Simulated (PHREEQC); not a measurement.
A solution holds 1.3 mmol/kgw HF and 56 mmol/kgw (NH4)2SiF6, at 25 °C. Closed to the air; pH follows from the charge balance.

Computed with PHREEQC (ion-association model, phreeqc.dat).

Each row changes one thing in this solution. No solid was allowed to form.

```tsv
case	pH	ionic strength (mol/kgw)	HF (mol/kgw)	F- (mol/kgw)	H4SiO4 (mol/kgw)	HF2- (mol/kgw)	SI of Chalcedony (SiO2)
as made	3.01	0.169	0.00234	0.00232	0.000567	2.07e-5	+0.32
HF left out	3.10	0.168	0.00208	0.00251	0.000772	1.99e-5	+0.46
diluted 100-fold with water	3.28	0.00185	0.000968	0.00130	0.000377	4.82e-6	+0.13
HF from 0.0013 to 0.013 mol/kgw	2.56	0.171	0.00946	0.00331	1.05e-6	0.000119	-2.41
temperature from 25 to 20 °C	3.01	0.169	0.00204	0.00218	0.000492	1.63e-5	+0.32
HF from 0.0013 to 0.0065 mol/kgw	2.74	0.170	0.00438	0.00232	4.65e-5	3.87e-5	-0.76
HF from 0.0013 to 0.0026 mol/kgw	2.93	0.169	0.00266	0.00219	0.000383	2.22e-5	+0.15
(NH4)2SiF6 from 0.056 to 0.084 mol/kgw	3.00	0.253	0.00240	0.00245	0.000599	2.23e-5	+0.36
```

Complexes and solids missing from the database can't appear. Some of these states are supersaturated (in Quartz (slow to form), Chalcedony (slow to form), for instance). SiF6-2 is the database's only silicon fluoride.
